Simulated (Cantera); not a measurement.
What does this Cantera script print?

```python
import numpy as np
import cantera as ct

gas_names = """
    CL CL2 H HCL H2 Si SiCL SiCL2 SiCL3 SiCL4 SiH SiHCL3 SiH2 SiH2CL2 SiH3 SiH3CL SiH4 Si2 Si3
""".split()
cond_names = """
    Si(cr) Si(L)
""".split()


# ... load() reads the species with a 1 bar reference pressure and builds the phases ...
atoms = {
    'SiCl4': {'Si': 1, 'CL': 4},
    'H2': {'H': 2},
}
top_T = {}  # K; cautious upper limits of use, not melting points


# ... equilibrate(T, P, feed) seeds the gas with the atoms and calls Mixture.equilibrate('TP', solver="vcs", rtol=1e-11, max_steps=5000) ...
results = []
feed = {'SiCl4': 1, 'H2': 34}  # mol
T = 1323  # K
P = 3300  # Pa
mix = equilibrate(T, P, feed)
results.append((T, P, feed, dict(zip(mix.species_names, mix.species_moles))))
print(gas.report(threshold=1e-05))
for i in range(1, mix.n_phases):
    print(f"{mix.phase(i).name:16s} {mix.phase_moles(i):12.5e} mol")
```

Output:

```
       temperature   1323 K
          pressure   3300 Pa
           density   0.0019129 kg/m^3
  mean mol. weight   6.3763 kg/kmol
   phase of matter   gas

                          1 kg             1 kmol
                     ---------------   ---------------
          enthalpy        3.2285e+06        2.0586e+07  J
   internal energy        1.5034e+06         9.586e+06  J
           entropy             33564        2.1401e+05  J/K
    Gibbs function       -4.1176e+07       -2.6255e+08  J
 heat capacity c_p            5075.3             32361  J/K
 heat capacity c_v            3771.3             24047  J/K

                      mass frac. Y      mole frac. X     chem. pot. / RT
                     ---------------   ---------------   ---------------
               HCL           0.39895          0.069773             -39.5
                H2           0.28829           0.91183           -21.748
             SiCL2           0.22661          0.014597           -61.533
             SiCL3           0.03727         0.0017677           -90.158
             SiCL4          0.031196         0.0011709           -118.78
            SiHCL3          0.016488        0.00077621           -101.03
           SiH2CL2         0.0011679        7.3732e-05           -83.281
     [  +12 minor]        2.7013e-05        1.1126e-05

Si(cr)            3.39938e-01 mol
```

Cantera equilibrium calculation (NASA polynomials, part measured and part estimated; ideal gas, pure solids and liquids). The tables' values for SiCl3 are old estimates; treat these amounts as uncertain.
